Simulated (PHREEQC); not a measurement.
Make-up at 20 °C: 0.18 mol/kgw FeCl2. Closed to the air; pH follows from the charge balance.

Model: ion-association model, phreeqc.dat, run in PHREEQC.

This is a speciation only: nothing precipitates in the calculation.

### Question
What pH, density does the model give?

### Answer
pH 5.50; density 1.018 g/cm³.

### Question
In which forms is Fe present?

### Answer
Fe+2 90 %, FeCl+ 9.5 % of the Fe.
